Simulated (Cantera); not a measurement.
Charge: 1 mol Ti, 0.054 mol O2, 63 mol CO, equilibrated at 777 °C.

Cantera equilibrium calculation (NASA polynomials, part measured and part estimated; ideal gas, pure solids and liquids). Candidate condensed phases: C, Ti, TiC, TiO, TiO2, Ti2O3, Ti3O5, Ti4O7; 15 gas species. Condensed phases not in the tables: Magnéli phases beyond Ti4O7. The numbers say what is thermodynamically allowed, not how fast it happens.

x: gas mole fraction; n: condensed amount in mol.

```csv
P (Pa),x CO,x CO2,n C(graphite),n Ti4O7(s),n TiO2(rutile)
10,1.000,2.14e-5,1.64,0.250,0
82,1.000,0.000175,1.65,0.250,0
670,0.999,___,___,0,1.00
5500,0.989,0.0115,2.59,0,1.00
45000,0.919,___,___,0,1.00
370000,0.658,0.342,17.5,0,1.00
3000000,0.325,0.675,26.5,0,1.00
```

Question: Fill in the missing entries.

Answer: 
- 670, x CO2: 0.00143
- 670, n C(graphite): 1.98
- 45000, x CO2: 0.0812
- 45000, n C(graphite): 6.48
